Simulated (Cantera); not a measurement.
Input (Python, Cantera) and output of one run.

```python
import numpy as np
import cantera as ct

gas_names = """
    Br Br2 H HBr H2 Si SiBr SiBr2 SiBr3 SiBr4 SiH SiHBr3 SiH2 SiH2Br2 SiH3 SiH3Br SiH4 Si2 Si3
""".split()
cond_names = """
    Br2(cr) Br2(L) Si(cr) Si(L)
""".split()


def load(file, names, dense=False):
    # The tables refer to 1 bar. Condensed volumes are neglected.
    table = {s.name: s for s in ct.Species.list_from_file(file)}
    out = []
    for n in names:
        d = dict(table[n].input_data)
        d["thermo"] = dict(d["thermo"], **{"reference-pressure": 1e5})
        if dense:
            d["equation-of-state"] = {"model": "constant-volume", "density": "1e6 g/cm^3"}
        out.append(ct.Species.from_dict(d))
    return out


gas = ct.Solution(thermo="ideal-gas", species=load("nasa_gas.yaml", gas_names))
cond = {s.name: ct.Solution(thermo="fixed-stoichiometry", species=[s], name=s.name)
        for s in load("nasa_condensed.yaml", cond_names, dense=True)}
atoms = {
    'Si': {'Si': 1},
    'HBr': {'H': 1, 'Br': 1},
    'H2': {'H': 2},
}
top_T = {}  # K; cautious upper limits of use, not melting points


def equilibrate(T, P, feed):
    n = {}
    for name, mol in feed.items():
        for a, k in atoms[name].items():
            n[a] = n.get(a, 0.0) + k * mol
    gas.TPX = T, P, n
    mass = sum(n.values()) * gas.mean_molecular_weight
    gas.equilibrate("TP")
    valid = [c for c in cond.values() if c.min_temp <= T <= top_T.get(c.name, c.max_temp)]
    mix = ct.Mixture([(gas, mass / gas.mean_molecular_weight)] + [(c, 0.0) for c in valid])
    mix.T, mix.P = T, P
    mix.equilibrate("TP", solver="vcs", rtol=1e-11, max_steps=5000)
    return mix


results = []
feed = {'Si': 1, 'HBr': 12, 'H2': 0.63}  # mol
P = 43  # Pa
for T in [723, 823, 923, 1023, 1123, 1223, 1323, 1423, 1523]:
    mix = equilibrate(T, P, feed)
    results.append((T, P, feed, dict(zip(mix.species_names, mix.species_moles))))
    x = sorted(zip(gas.X, gas.species_names), reverse=True)
    print(f"T = {T:g} K  P = {P:g} Pa  gas = {mix.phase_moles(0):.4g} mol")
    print("   x: " + "  ".join(f"{s} {v:.3e}" for v, s in x if v > 0.0001))
    print("   condensed (mol): " + ("  ".join(f"{mix.phase(i).name} {mix.phase_moles(i):.4g}"
          for i in range(1, mix.n_phases) if mix.phase_moles(i) > 1e-12) or "none"))
```

Output:

```
T = 723 K  P = 43 Pa  gas = 11.63 mol
   x: HBr 6.879e-01  H2 2.261e-01  SiBr4 8.598e-02
   condensed (mol): none
T = 823 K  P = 43 Pa  gas = 11.63 mol
   x: HBr 6.879e-01  H2 2.261e-01  SiBr4 8.596e-02
   condensed (mol): none
T = 923 K  P = 43 Pa  gas = 11.63 mol
   x: HBr 6.879e-01  H2 2.261e-01  SiBr4 8.585e-02
   condensed (mol): none
T = 1023 K  P = 43 Pa  gas = 11.64 mol
   x: HBr 6.885e-01  H2 2.252e-01  SiBr4 8.471e-02  SiBr2 5.712e-04  SiBr3 4.836e-04  Br 4.063e-04  SiHBr3 1.365e-04
   condensed (mol): none
T = 1123 K  P = 43 Pa  gas = 11.76 mol
   x: HBr 6.980e-01  H2 2.148e-01  SiBr4 7.392e-02  SiBr2 8.474e-03  SiBr3 2.433e-03  Br 2.078e-03  SiHBr3 2.315e-04
   condensed (mol): none
T = 1223 K  P = 43 Pa  gas = 12.18 mol
   x: HBr 7.293e-01  H2 1.796e-01  SiBr4 3.874e-02  SiBr2 3.823e-02  Br 9.047e-03  SiBr3 4.951e-03  SiHBr3 1.776e-04
   condensed (mol): none
T = 1323 K  P = 43 Pa  gas = 12.67 mol
   x: HBr 7.346e-01  H2 1.559e-01  SiBr2 6.478e-02  Br 3.053e-02  SiBr4 9.934e-03  SiBr3 4.140e-03
   condensed (mol): none
T = 1423 K  P = 43 Pa  gas = 13.08 mol
   x: HBr 6.851e-01  H2 1.643e-01  Br 7.396e-02  SiBr2 7.267e-02  SiBr3 2.160e-03  SiBr4 1.602e-03  H 1.298e-04
   condensed (mol): none
T = 1523 K  P = 43 Pa  gas = 13.57 mol
   x: HBr 5.950e-01  H2 1.906e-01  Br 1.401e-01  SiBr2 7.241e-02  SiBr3 9.735e-04  H 4.866e-04  SiBr4 2.289e-04
   condensed (mol): none
```

Equilibrium computed with Cantera from the NASA thermochemical tables; the gas is ideal and each condensed phase is pure. The tables' values for SiBr3, SiBr are old estimates; treat these amounts as uncertain.
